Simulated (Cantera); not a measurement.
Cantera run:

```python
import numpy as np
import cantera as ct

gas_names = [...]  # 110 gases of nasa_gas.yaml made of C, H, O
cond_names = """
    C(gr) C6H6(L) C7H8(L) C8H18(L),n-octa H2O(s) H2O(L)
""".split()


# ... load() reads the species with a 1 bar reference pressure and builds the phases ...
atoms = {
    'CH4': {'C': 1, 'H': 4},
    'O2': {'O': 2},
}
top_T = {'C(gr)': 4500}  # K; cautious upper limits of use, not melting points


# ... equilibrate(T, P, feed) seeds the gas with the atoms and calls Mixture.equilibrate('TP', solver="vcs", rtol=1e-11, max_steps=5000) ...
results = []
feed = {'CH4': 1, 'O2': 0.046}  # mol
P = 1333.22  # Pa
for T in [2075, 2150, 2225, 2300, 2375, 2450, 2525]:
    mix = equilibrate(T, P, feed)
    results.append((T, P, feed, dict(zip(mix.species_names, mix.species_moles))))

top = {s: max(r[3][s] / sum(r[3][g] for g in gas_names) for r in results) for s in gas_names}
cols = sorted((s for s in top if top[s] > 0.0001), key=lambda s: -top[s])[:5]
seen = [c for c in cond_names if any(r[3].get(c, 0) > 1e-12 for r in results)]
print("log10 of partial pressures in bar; condensed amounts in mol")
print(f"{'T/K':>10s}" + "".join(f"{s[:9]:>10s}" for s in cols + seen))
for T, P, feed, n in results:
    ng = sum(n[g] for g in gas_names)
    print(f"{T:10.4g}" + "".join(f"{np.log10(max(n[s] / ng * P / 1e5, 1e-99)):10.3f}" for s in cols)
          + "".join(f"{n.get(c, 0):10.4g}" for c in seen))
```

Result:

```
log10 of partial pressures in bar; condensed amounts in mol
       T/K        H2         H        CO C2H2,acet       C2H     C(gr)
      2075    -1.905    -3.527    -3.237    -4.811    -8.055    0.9031
      2150    -1.911    -3.331    -3.240    -4.624    -7.566    0.9004
      2225    -1.920    -3.149    -3.244    -4.453    -7.112    0.8966
      2300    -1.933    -2.981    -3.249    -4.297    -6.690    0.8914
      2375    -1.950    -2.826    -3.257    -4.157    -6.298    0.8845
      2450    -1.974    -2.684    -3.267    -4.033    -5.934    0.8757
      2525    -2.005    -2.555    -3.280    -3.925    -5.596    0.8645
```

Equilibrium computed with Cantera from the NASA thermochemical tables; the gas is ideal and each condensed phase is pure.
